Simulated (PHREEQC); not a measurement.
Synthetic water in mg/kgw, 25 °C, pH 2.63, pe 9.8: Na 267; K 0.0268; Ca 22.9; Mg 6.79; Cl 190; S(6) as SO4 597; Li 0.0239; Zn 0.563; Cd 1.02.

Valence states are taken as typed.

Model: ion-association model, phreeqc.dat, run in PHREEQC.

This is a speciation only: nothing precipitates in the calculation.

Order these Ca species by the share of Ca that they hold, largest first: Ca+2, CaHSO4+, CaSO4.

Ca+2 (77 %), CaSO4 (23 %), CaHSO4+ (0.41 %)

The pH is 2.63 and the ionic strength 0.0216 mol/kgw.
